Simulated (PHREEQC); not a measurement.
0.26 g of hydrous ferric oxide (600 m²/g; 0.2 weak and 0.005 strong sites per Fe, Dzombak-Morel constants, diffuse double layer) in 1 kg of water with 0.1 mol/kgw of an inert sodium salt and 0.00027 mol/kgw Na2SO4, 1.1e-06 mol/kgw PbCl2 and 4.3e-05 mol/kgw ZnCl2, at 25 °C; the pH is set by adding NaOH or the inert anion's acid. O2 is buffered at 0.21 atm. The system is closed to CO2. Precipitation was switched off in this run.

All values are PHREEQC results (ion-association model, wateq4f.dat), not measurements.

| pH | S sorbed (%) | Pb sorbed (%) | Zn sorbed (%) | surface charge σ (C/m²) | surface potential ψ (mV) |
|---|---|---|---|---|---|
| 3 | 64.5 | 1.2 | 0.0 | 0.153 | 109 |
| 3.5 | 64.2 | 10.8 | 0.0 | 0.151 | 108 |
| 4 | 62.6 | 53.4 | 0.0 | 0.146 | 107 |
| 4.5 | 58.5 | 91.3 | 0.3 | 0.137 | 103 |
| 5 | 50.6 | 98.9 | 2.1 | 0.122 | 98 |
| 5.5 | 38.9 | 99.8 | 11.0 | 0.102 | 89 |
| 6 | 25.5 | 99.9 | 27.1 | 0.082 | 79 |
| 6.5 | 13.4 | 100.0 | 47.3 | 0.063 | 67 |
| 7 | 5.1 | 100.0 | 77.8 | 0.045 | 53 |
| 7.5 | 1.3 | 100.0 | 95.4 | 0.027 | 34 |
| 8 | 0.2 | 100.0 | 99.3 | 0.009 | 12 |
| 8.5 | 0.0 | 100.0 | 99.9 | -0.009 | -12 |
| 9 | 0.0 | 100.0 | 99.9 | -0.028 | -35 |
| 9.5 | 0.0 | 100.0 | 99.9 | -0.051 | -58 |
| 10 | 0.0 | 100.0 | 99.9 | -0.082 | -79 |
| 10.5 | 0.0 | 100.0 | 99.8 | -0.122 | -97 |
| 11 | 0.0 | 100.0 | 99.4 | -0.170 | -114 |

The oxide is taken as insoluble; below pH 4 it would dissolve.
